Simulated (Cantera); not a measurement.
## Ignition delay

Mixture: CH4 : O2 : N2 : CO2 = 1 : 2.94 : 11.1 : 3.4 (molar parts), equivalence ratio 0.68, at 3500000 Pa, adiabatic and at constant volume. Ignition delay is the time to a rise of 400 K.

Computed with Cantera and GRI-Mech 3.0 (53 species, 325 reactions). The pressure lies above the range GRI-Mech 3.0 was tuned for (to about 10 atm).

| T0 (K) | delay (ms) |
|---|---|
| 1100 | 4.98 |
| 1150 | 2.46 |
| 1200 | 1.30 |
| 1250 | 0.722 |
| 1300 | 0.421 |
| 1350 | 0.255 |

```yaml
apparent activation energy between 1250 and 1350 K: 150 kJ/mol
```
